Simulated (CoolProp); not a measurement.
Octamethylcyclotetrasiloxane (D4) at several states: Z from the reference equation and from simpler models built on Tc = 586.5 K, pc = 13.47 bar, ω = 0.598; each cubic takes its own stable root.

Values from CoolProp's reference Helmholtz-energy equation of state, Thol 2015.

| T (K) | p (bar) | phase | reference | van der Waals | Redlich-Kwong |
|---|---|---|---|---|---|
| 437.7 | 3.2 | liquid | [?] | [?] | [?] |
| 391.7 | 0.445 | liquid | [?] | 0.9743 | 0.9645 |
| 318.7 | 75.1 | liquid | [?] | 1.503 | 1.045 |

**Question.** What belongs in the gaps?

**Answer.** 
- 437.7, reference: 0.03335
- 437.7, van der Waals: 0.8344
- 437.7, Redlich-Kwong: 0.04044
- 391.7, reference: 0.004822
- 318.7, reference: 0.8953

At some of these states van der Waals, Redlich-Kwong gives the other phase, because its saturation line lies elsewhere.
